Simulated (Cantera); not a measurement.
Input (Python, Cantera) and output of one run.

```python
import numpy as np
import cantera as ct

gas_names = """
    F F2 H HF H2 H2F2 H3F3 H4F4 H5F5 H6F6 H7F7 N NF NF2 NF3 NH NH2 NH3 N2 N2H2 N2H4 Si SiF SiF2 SiF3
    SiF4 SiH SiHF3 SiH2 SiH2F2 SiH3 SiH3F SiH4 SiN Si2 Si2N Si3
""".split()
cond_names = """
    Si(cr) Si(L) Si3N4(a)
""".split()


# ... load() reads the species with a 1 bar reference pressure and builds the phases ...
atoms = {
    'SiF4': {'Si': 1, 'F': 4},
    'NH3': {'N': 1, 'H': 3},
    'N2': {'N': 2},
}
top_T = {'Si3N4(a)': 2400}  # K; cautious upper limits of use, not melting points


# ... equilibrate(T, P, feed) seeds the gas with the atoms and calls Mixture.equilibrate('TP', solver="vcs", rtol=1e-11, max_steps=5000) ...
results = []
feed = {'SiF4': 1, 'NH3': 0.27, 'N2': 5.1}  # mol
P = 46000  # Pa
for T in [1400, 1450, 1500, 1550, 1600, 1650, 1700, 1750]:
    mix = equilibrate(T, P, feed)
    results.append((T, P, feed, dict(zip(mix.species_names, mix.species_moles))))

top = {s: max(r[3][s] / sum(r[3][g] for g in gas_names) for r in results) for s in gas_names}
cols = sorted((s for s in top if top[s] > 0.0001), key=lambda s: -top[s])[:8]
seen = [c for c in cond_names if any(r[3].get(c, 0) > 1e-12 for r in results)]
print("log10 of partial pressures in bar; condensed amounts in mol")
print(f"{'T/K':>10s}" + "".join(f"{s[:9]:>10s}" for s in cols + seen))
for T, P, feed, n in results:
    ng = sum(n[g] for g in gas_names)
    print(f"{T:10.4g}" + "".join(f"{np.log10(max(n[s] / ng * P / 1e5, 1e-99)):10.3f}" for s in cols)
          + "".join(f"{n.get(c, 0):10.4g}" for c in seen))
```

Output:

```
log10 of partial pressures in bar; condensed amounts in mol
       T/K        N2      SiF4        H2        HF      SiF3     SiHF3      SiF2
      1400    -0.441    -1.167    -1.564    -2.942    -3.119    -3.433    -5.234
      1450    -0.441    -1.170    -1.568    -2.804    -2.940    -3.404    -4.915
      1500    -0.441    -1.174    -1.573    -2.672    -2.779    -3.384    -4.628
      1550    -0.442    -1.179    -1.579    -2.546    -2.633    -3.370    -4.369
      1600    -0.442    -1.185    -1.587    -2.427    -2.500    -3.362    -4.132
      1650    -0.443    -1.192    -1.597    -2.314    -2.380    -3.360    -3.916
      1700    -0.443    -1.202    -1.610    -2.208    -2.270    -3.363    -3.718
      1750    -0.444    -1.213    -1.625    -2.110    -2.170    -3.371    -3.536
```

Method: chemical equilibrium by Gibbs-energy minimisation in Cantera with the NASA 1993 tables (ideal gas, pure condensed phases). The tables' values for SiF3, SiF2 are old estimates; treat these amounts as uncertain.
